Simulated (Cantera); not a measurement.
Input (Python, Cantera):

```python
import numpy as np
import cantera as ct

gas = ct.Solution("h2o2.yaml")
gas.TPX = 473, 101325, {'H2': 1, 'O2': 0.781, 'N2': 2.94, 'H2O': 0.5}
flame = ct.FreeFlame(gas, width=0.04)
flame.set_refine_criteria(ratio=3, slope=0.08, curve=0.16)
flame.transport_model = "mixture-averaged"
flame.solve(loglevel=0, auto=True)
flame.transport_model = "multicomponent"
flame.soret_enabled = False
flame.solve(loglevel=0, refine_grid=True)
z, T = flame.grid, flame.T
thick = (T[-1] - T[0]) / np.gradient(T, z).max()
show = ['H2', 'O2', 'H2O', 'OH', 'HO2', 'H']
print(f"laminar burning velocity  {flame.velocity[0] * 100:.3f} cm/s")
print(f"burnt temperature         {T[-1]:.1f} K")
print(f"thermal thickness         {thick * 1e3:.4f} mm")
print(f"grid points               {len(z)}")
z0 = z[flame.heat_release_rate.argmax()]
print(f"{'z/mm':>9s}{'T/K':>9s}{'u/(m/s)':>9s}" + "".join(f"{s:>11s}" for s in show))
rows = []
for k in (-3, -2, -1.5, -1, -0.5, -0.25, 0, 0.25, 0.5, 1, 2, 4, 8):
    zz = z0 + k * thick
    rows.append([k * thick, np.interp(zz, z, T), np.interp(zz, z, flame.velocity),
                 *(np.interp(zz, z, flame.X[gas.species_index(s)]) for s in show)])
    print(f"{rows[-1][0] * 1e3:9.3f}{rows[-1][1]:9.1f}{rows[-1][2]:9.3f}" + "".join(f"{x:11.3e}" for x in rows[-1][3:]))
```

Output:

```
laminar burning velocity  166.005 cm/s
burnt temperature         1845.5 K
thermal thickness         0.3772 mm
grid points               107
     z/mm      T/K  u/(m/s)         H2         O2        H2O         OH        HO2          H
   -1.131    473.0    1.660  1.913e-01  1.496e-01  9.580e-02  2.582e-13  3.300e-09  7.446e-14
   -0.754    473.1    1.658  1.904e-01  1.498e-01  9.592e-02  8.994e-12  7.259e-08  2.585e-12
   -0.566    473.7    1.656  1.880e-01  1.502e-01  9.624e-02  1.100e-10  7.674e-07  2.932e-11
   -0.377    478.2    1.658  1.803e-01  1.515e-01  9.749e-02  3.814e-09  9.063e-06  1.017e-09
   -0.189    564.3    1.895  1.475e-01  1.535e-01  1.094e-01  2.808e-05  3.113e-04  1.893e-05
   -0.094    822.4    2.694  1.087e-01  1.432e-01  1.440e-01  4.831e-04  3.412e-04  9.645e-04
    0.000   1151.6    3.719  6.359e-02  1.169e-01  2.011e-01  1.627e-03  1.630e-04  5.093e-03
    0.094   1386.4    4.458  3.031e-02  8.851e-02  2.509e-01  4.336e-03  9.051e-05  8.429e-03
    0.189   1522.3    4.885  1.583e-02  7.375e-02  2.755e-01  6.651e-03  6.029e-05  7.936e-03
    0.377   1654.5    5.289  8.485e-03  6.606e-02  2.910e-01  7.782e-03  3.731e-05  4.581e-03
    0.754   1752.4    5.578  4.593e-03  6.344e-02  3.006e-01  6.714e-03  2.027e-05  1.676e-03
    1.509   1807.7    5.737  1.938e-03  6.259e-02  3.067e-01  4.690e-03  8.998e-06  4.285e-04
    3.017   1832.8    5.808  6.496e-04  6.256e-02  3.099e-01  2.836e-03  3.394e-06  8.142e-05
```

Cantera simulation using the H2/O2 subset of GRI-Mech 3.0, which has no nitrogen chemistry; the numbers are that mechanism's predictions, not measurements. Burning velocities carry a grid error of a few per cent, more on coarse grids. Lean hydrogen flames are cellular in practice and burn faster than this planar one.
